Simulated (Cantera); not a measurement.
Charge: 1 mol Cu2O, 0.43 mol CH4, 0.12 mol CO, equilibrated at 1473.15 K and 1 atm.

These are equilibrium values from Cantera (NASA tables, ideal gas, pure condensed phases), not measurements of a reactor. Candidate condensed phases: C, C6H6, C7H8, C8H18, Cu, CuO, Cu(OH)2, Cu2O, H2O; 113 gas species. Equilibrium is a limit: real reactors are often held back by kinetics, nucleation or transport.

Base state: H2 0.313, H2O 0.296, CO 0.282, CO2 0.108 (mole fractions); condensed: Cu(l).

Problem. What changes in the equilibrium state with this change: CH4 from 0.43 to 0.59 mol?

Solution. 
```tsv
species	before	after
H2	0.313	0.456
CO	0.282	0.327
H2O	0.296	0.168
CO2	0.108	0.0487
Cu(l), mol	2.00	2.00
```
